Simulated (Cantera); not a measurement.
An adiabatic, constant-volume homogeneous reactor starts with CH3OH : O2 : N2 = 1 : 3 : 22.5 (molar parts), equivalence ratio 0.50, at 1725 K and 0.810 bar.

Model: GRI-Mech 3.0 (53 species, 325 reactions), integrated in Cantera. GRI-Mech 3.0 was tuned for natural gas; its chemistry of methanol as a main component is partial and can be far from experiment.

x: mole fraction; the columns are a selection and need not sum to one.

```tsv
t (s)	T (K)	P (bar)	x CH3OH	x O2	x CH2O	x HCO	x CO	x C2H2
2.00e-6	1725	0.810	0.0376	0.113	7.57e-5	1.56e-8	1.02e-5	5.77e-10
6.54e-6	1725	0.810	0.0372	0.113	0.000372	1.17e-7	3.74e-5	…
2.14e-5	1728	0.813	0.0347	0.111	0.00251	2.43e-6	0.000272	…
7.00e-5	1901	0.924	0.00679	0.0925	0.00916	8.18e-5	0.0192	…
0.000229	2258	1.10	<1e-12	0.0557	1.20e-11	6.64e-9	0.0102	<1e-12
0.000749	2433	1.17	<1e-12	0.0548	3.30e-12	7.89e-10	0.00484	<1e-12
0.00245	2456	1.18	<1e-12	0.0542	2.36e-12	4.75e-10	0.00382	<1e-12
0.00801	2451	1.18	<1e-12	0.0530	2.30e-12	4.57e-10	0.00377	<1e-12
0.0262	2442	1.18	<1e-12	0.0510	2.18e-12	4.28e-10	0.00367	<1e-12
0.0857	2438	1.17	<1e-12	0.0500	2.13e-12	4.15e-10	0.00363	<1e-12
0.280	2438	1.17	<1e-12	0.0499	2.13e-12	4.14e-10	0.00363	<1e-12
0.917	2438	1.17	<1e-12	0.0499	2.13e-12	4.14e-10	0.00363	<1e-12
3.00	2438	1.17	<1e-12	0.0499	2.13e-12	4.14e-10	0.00363	<1e-12
```

Question: What belongs in the gaps?

Answer: 
- 6.54e-6, x C2H2: 2.12e-9
- 2.14e-5, x C2H2: 9.96e-9
- 7.00e-5, x C2H2: 2.29e-7
